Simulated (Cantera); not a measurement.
A closed system holds: 1 mol SiH2Cl2, 0.86 mol NH3, 1.8 mol N2, equilibrated at 750 °C and 81.0 Pa.

Equilibrium computed with Cantera from the NASA thermochemical tables; the gas is ideal and each condensed phase is pure. Candidate condensed phases: NH4Cl, Si, Si3N4; 28 gas species. The tables' values for SiCl3 are old estimates; treat these amounts as uncertain. Kinetics and transport are ignored.

Base state: HCl 0.367, N2 0.331, H2 0.290, SiCl4 0.0115, SiCl3 0.000117, SiHCl3 7.71e-5, SiCl2 2.50e-5 (mole fractions); condensed: Si3N4(s).

### Question
What changes in the equilibrium state with this change: temperature from 750 °C to 1425 °C?

### Answer
```json
[
 {"species": "N2", "before": "0.331", "after": "0.403"},
 {"species": "H2", "before": "0.290", "after": "0.357"},
 {"species": "SiCl2", "before": "2.50e-5", "after": "0.124"},
 {"species": "HCl", "before": "0.367", "after": "0.111"},
 {"species": "SiCl4", "before": "0.0115", "after": "4.50e-6"},
 {"species": "Si", "before": "<1e-9", "after": "0.000813"},
 {"species": "SiCl", "before": "<1e-9", "after": "0.000705"},
 {"species": "H", "before": "7.84e-8", "after": "0.00304"},
 {"species": "Si3N4(s), mol", "before": "0.314", "after": "0"},
 {"species": "Si(l), mol", "before": "0", "after": "0.303"}
]
```
The tables' values for SiCl, SiCl3 are old estimates; treat these amounts as uncertain.
